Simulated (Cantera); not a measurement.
What does this Cantera script print?

```python
import numpy as np
import cantera as ct

gas_names = """
    B BF BF2 BF3 BH BHF2 BH2 BH3 BO BOF BOF2 BO2 B2 B2O B2O2 B2O3 B3O3F3 B3O3H3 F FO FO2 F2 F2O H HBO
    HBO2 HF HOF HO2 H2 H2F2 H2O H2O2 H3B3O6 H3F3 H4F4 H5F5 H6F6 H7F7 O OH O2 O3
""".split()
cond_names = """
    B(b) B(L) B2O3(L) B3O3H3(cr) H2O(s) H2O(L)
""".split()


# ... load() reads the species with a 1 bar reference pressure and builds the phases ...
atoms = {
    'BF3': {'B': 1, 'F': 3},
    'O2': {'O': 2},
    'H2': {'H': 2},
}
top_T = {}  # K; cautious upper limits of use, not melting points


# ... equilibrate(T, P, feed) seeds the gas with the atoms and calls Mixture.equilibrate('TP', solver="vcs", rtol=1e-11, max_steps=5000) ...
results = []
T = 1673  # K
P = 10000  # Pa
for m in [0.33, 0.46, 0.64, 0.89, 1.3, 1.8, 2.5, 3.4, 4.8, 6.8, 9.5]:
    feed = {'BF3': 1, 'O2': m, 'H2': 51}  # mol
    mix = equilibrate(T, P, feed)
    results.append((T, P, feed, dict(zip(mix.species_names, mix.species_moles))))
    x = sorted(zip(gas.X, gas.species_names), reverse=True)
    print(f"T = {T:g} K  P = {P:g} Pa  n(O2) = {m:g} mol  gas = {mix.phase_moles(0):.4g} mol")
    print("   x: " + "  ".join(f"{s} {v:.3e}" for v, s in x if v > 1e-05))
    print("   condensed (mol): " + ("  ".join(f"{mix.phase(i).name} {mix.phase_moles(i):.4g}"
          for i in range(1, mix.n_phases) if mix.phase_moles(i) > 1e-12) or "none"))
```

Result:

```
T = 1673 K  P = 10000 Pa  n(O2) = 0.33 mol  gas = 52.67 mol
   x: H2 9.547e-01  HF 2.576e-02  BOF 1.205e-02  BF3 5.842e-03  BHF2 4.536e-04  H 3.519e-04  BF2 3.400e-04  HBO 2.339e-04  H2O 1.793e-04  HBO2 3.077e-05  BF 3.054e-05
   condensed (mol): none
T = 1673 K  P = 10000 Pa  n(O2) = 0.46 mol  gas = 52.87 mol
   x: H2 9.466e-01  HF 3.322e-02  BOF 1.586e-02  BF3 2.386e-03  H2O 9.600e-04  H 3.504e-04  HBO 2.367e-04  HBO2 1.682e-04  BHF2 1.425e-04  BF2 1.072e-04
   condensed (mol): none
T = 1673 K  P = 10000 Pa  n(O2) = 0.64 mol  gas = 52.97 mol
   x: H2 9.381e-01  HF 3.755e-02  BOF 1.710e-02  H2O 5.102e-03  HBO2 8.526e-04  BF3 6.189e-04  H 3.488e-04  HBO 2.238e-04  BHF2 3.240e-05  BF2 2.449e-05
   condensed (mol): none
T = 1673 K  P = 10000 Pa  n(O2) = 0.89 mol  gas = 52.99 mol
   x: H2 9.284e-01  HF 3.942e-02  BOF 1.637e-02  H2O 1.300e-02  HBO2 1.981e-03  H 3.470e-04  BF3 2.562e-04  HBO 2.019e-04  B2O3 1.707e-05  BHF2 1.264e-05
   condensed (mol): none
T = 1673 K  P = 10000 Pa  n(O2) = 1.3 mol  gas = 53 mol
   x: H2 9.128e-01  HF 4.126e-02  H2O 2.674e-02  BOF 1.495e-02  HBO2 3.555e-03  H 3.441e-04  HBO 1.732e-04  BF3 1.246e-04  B2O3 2.673e-05
   condensed (mol): none
T = 1673 K  P = 10000 Pa  n(O2) = 1.8 mol  gas = 53 mol
   x: H2 8.939e-01  H2O 4.402e-02  HF 4.288e-02  BOF 1.349e-02  HBO2 5.081e-03  H 3.405e-04  HBO 1.473e-04  BF3 7.375e-05  B2O3 3.318e-05
   condensed (mol): none
T = 1673 K  P = 10000 Pa  n(O2) = 2.5 mol  gas = 53.01 mol
   x: H2 8.675e-01  H2O 6.874e-02  HF 4.456e-02  BOF 1.189e-02  HBO2 6.729e-03  H 3.354e-04  HBO 1.212e-04  BF3 4.497e-05  B2O3 3.726e-05
   condensed (mol): none
T = 1673 K  P = 10000 Pa  n(O2) = 3.4 mol  gas = 53.01 mol
   x: H2 8.336e-01  H2O 1.011e-01  HF 4.616e-02  BOF 1.035e-02  HBO2 8.313e-03  H 3.288e-04  HBO 9.785e-05  B2O3 3.867e-05  BF3 2.854e-05
   condensed (mol): none
T = 1673 K  P = 10000 Pa  n(O2) = 4.8 mol  gas = 53.01 mol
   x: H2 7.808e-01  H2O 1.522e-01  HF 4.791e-02  HBO2 1.006e-02  BOF 8.635e-03  H 3.182e-04  HBO 7.371e-05  B2O3 3.764e-05  BF3 1.705e-05
   condensed (mol): none
T = 1673 K  P = 10000 Pa  n(O2) = 6.8 mol  gas = 53.01 mol
   x: H2 7.054e-01  H2O 2.259e-01  HF 4.956e-02  HBO2 1.172e-02  BOF 7.009e-03  H 3.025e-04  HBO 5.225e-05  B2O3 3.441e-05
   condensed (mol): none
T = 1673 K  P = 10000 Pa  n(O2) = 9.5 mol  gas = 53.01 mol
   x: H2 6.035e-01  H2O 3.264e-01  HF 5.098e-02  HBO2 1.316e-02  BOF 5.603e-03  H 2.798e-04  HBO 3.474e-05  B2O3 3.002e-05
   condensed (mol): none
```

Method: chemical equilibrium by Gibbs-energy minimisation in Cantera with the NASA 1993 tables (ideal gas, pure condensed phases). The tables' values for BF2 are old estimates; treat these amounts as uncertain. Gases not in the tables: H3BO3.
